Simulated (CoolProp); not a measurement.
A Linde-Hampson liquefier for CF4 (R14): isothermal reversible compression at 320 K from 1 atm to 25 MPa, throttling to 1 atm, return gas leaving the recuperator 2 K below the feed. Each further row changes one setting.

Values from CoolProp's reference Helmholtz-energy equation of state, Platzer 1990. This equation is an older, rougher fit; its heat capacities, sound speeds and derivatives of the liquid may be far off and weren't checked against measurements.

| case | liquid yield per pass | compression work (kJ/kg of gas) |
|---|---|---|
| as stated | [?] | 154 |
| high pressure 50 MPa | [?] | [?] |
| warm-end temperature 350 K | 0.183 | 173 |
| warm-end gap 7 K | 0.225 | 154 |

Question: What belongs in the gaps?

Answer: 
- as stated, liquid yield per pass: 0.237
- high pressure 50 MPa, liquid yield per pass: 0.245
- high pressure 50 MPa, compression work (kJ/kg of gas): 178
